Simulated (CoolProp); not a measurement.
A single-stage vapour-compression cycle with dimethyl ether: evaporating at 264.15 K (dew point), condensing at 292.15 K (bubble point), superheat 8 K, subcooling 0 K, compressor efficiency 0.7, no pressure losses. Each further row changes one setting.

Model: reference Helmholtz-energy equation of state, Wu 2011, in CoolProp.

```json
[
 {"case": "as stated", "cooling COP": "5.92", "pressure ratio": "2.57", "discharge temperature (K)": "322.2", "refrigerating effect (kJ/kg)": "392", "volumetric capacity (kJ/m³)": "1620"},
 {"case": "evaporating temperature 269.15 K", "cooling COP": "7.47", "pressure ratio": "___", "discharge temperature (K)": "317.6", "refrigerating effect (kJ/kg)": "398", "volumetric capacity (kJ/m³)": "1950"},
 {"case": "condensing temperature 287.15 K", "cooling COP": "7.35", "pressure ratio": "___", "discharge temperature (K)": "___", "refrigerating effect (kJ/kg)": "404", "volumetric capacity (kJ/m³)": "1670"},
 {"case": "subcooling 5 K", "cooling COP": "6.11", "pressure ratio": "2.57", "discharge temperature (K)": "322.2", "refrigerating effect (kJ/kg)": "404", "volumetric capacity (kJ/m³)": "1670"},
 {"case": "superheat 18 K", "cooling COP": "5.89", "pressure ratio": "2.57", "discharge temperature (K)": "332.9", "refrigerating effect (kJ/kg)": "___", "volumetric capacity (kJ/m³)": "___"},
 {"case": "compressor efficiency 0.6", "cooling COP": "5.08", "pressure ratio": "2.57", "discharge temperature (K)": "___", "refrigerating effect (kJ/kg)": "392", "volumetric capacity (kJ/m³)": "1620"}
]
```

Task: Complete the blanks.

Result: 
- evaporating temperature 269.15 K, pressure ratio: 2.14
- condensing temperature 287.15 K, pressure ratio: 2.21
- condensing temperature 287.15 K, discharge temperature (K): 313.9
- superheat 18 K, refrigerating effect (kJ/kg): 407
- superheat 18 K, volumetric capacity (kJ/m³): 1610
- compressor efficiency 0.6, discharge temperature (K): 328.9
